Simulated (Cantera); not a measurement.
Mixture: CH3OH : O2 : N2 : H2O = 1 : 1.56 : 8.44 : 0.52 (molar parts), equivalence ratio 0.96, at 1.70 bar, adiabatic and at constant volume. Ignition delay is the time to a rise of 400 K.

Detailed kinetics in Cantera: GRI-Mech 3.0 (53 species, 325 reactions). GRI-Mech 3.0 was tuned for natural gas; its chemistry of methanol as a main component is partial and can be far from experiment.

### Question
Predict: delay at 1298 K; delay at 1398 K; delay at 1498 K; delay at 1598 K; apparent activation energy between 1548 and 1648 K.

### Answer
```
Property                                                Result
--------------------------------------------------  ----------
delay at 1298 K                                        1.30 ms
delay at 1398 K                                       0.366 ms
delay at 1498 K                                       0.128 ms
delay at 1598 K                                        52.9 µs
apparent activation energy between 1548 and 1648 K  170 kJ/mol
```
